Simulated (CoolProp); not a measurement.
R114 along the isotherm 226.85 °C: Z from the reference equation and from simpler models built on Tc = 147.5 °C, pc = 3352 kPa, ω = 0.252; each cubic takes its own stable root.

Values from CoolProp's reference Helmholtz-energy equation of state, Platzer 1990. This equation is an older, rougher fit.

```csv
p (kPa),phase,reference
186,gas,0.9897
372,gas,0.9792
559,gas,0.9686
745,gas,0.9579
931,gas,0.9470
1120,gas,0.9359
1300,gas,0.9251
1490,gas,0.9136
1680,gas,0.9020
```

Task: How far does each simpler model (van der Waals, Redlich-Kwong, Soave-Redlich-Kwong, Peng-Robinson) lie from the reference over these 9 states: mean and median of the absolute difference, and the worst?

Result: 
- van der Waals: mean 0.3 %, median 0.3 %, worst -0.7 % at 226.85 °C and 1680 kPa
- Redlich-Kwong: mean 0.5 %, median 0.5 %, worst -1.0 % at 226.85 °C and 1680 kPa
- Soave-Redlich-Kwong: mean 0.1 %, median 0.1 %, worst +0.4 % at 226.85 °C and 1680 kPa
- Peng-Robinson: mean 0.8 %, median 0.8 %, worst -1.3 % at 226.85 °C and 1680 kPa
